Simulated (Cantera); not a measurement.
A perfectly stirred reactor is fed with 2.86 % CH₄, 97.1 % N₂, at 10.00 Torr; it is held at 1723 K, and followed from long to short residence time.

Cantera simulation using GRI-Mech 3.0 (53 species, 325 reactions); the numbers are that mechanism's predictions, not measurements. GRI-Mech 3.0 stops at C3 and has no aromatics, soot or wall deposition, so with more carbon than oxygen in the feed, carbon stays in small species such as C2H2 where larger ones or solid carbon would form. Radical loss at walls, strong at low pressure, is not modelled.

Q: Predict: x(CH₄) at τ = 14.0 s; x(C₂H) at τ = 14.0 s; x(HCN) at τ = 14.0 s; x(H₂) at τ = 14.0 s; x(H) at τ = 14.0 s; x(CH₄) at τ = 24.0 ms; x(H₂) at τ = 24.0 ms; x(H) at τ = 24.0 ms.

A: 
```
Property                 Result
---------------------  --------
x(CH₄) at τ = 14.0 s    0.00155
x(C₂H) at τ = 14.0 s    2.96e-7
x(HCN) at τ = 14.0 s    8.52e-5
x(H₂) at τ = 14.0 s      0.0392
x(H) at τ = 14.0 s     0.000143
x(CH₄) at τ = 24.0 ms    0.0281
x(H₂) at τ = 24.0 ms   0.000388
x(H) at τ = 24.0 ms     1.35e-6
```
